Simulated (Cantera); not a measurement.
Feed: 1 mol AlN, 3.1 mol H2, held at 0.590 bar.

Method: chemical equilibrium by Gibbs-energy minimisation in Cantera with the NASA 1993 tables (ideal gas, pure condensed phases). Candidate condensed phases: Al, AlN; 13 gas species. Kinetics and transport are ignored.

Question: At 1948 K, list the 5 most abundant gas species with their mole fractions, and the condensed phases.

Answer: H2 0.997, H 0.00147, Al 0.000758, N2 0.000470, AlH 0.000183. Condensed: AlN(s).
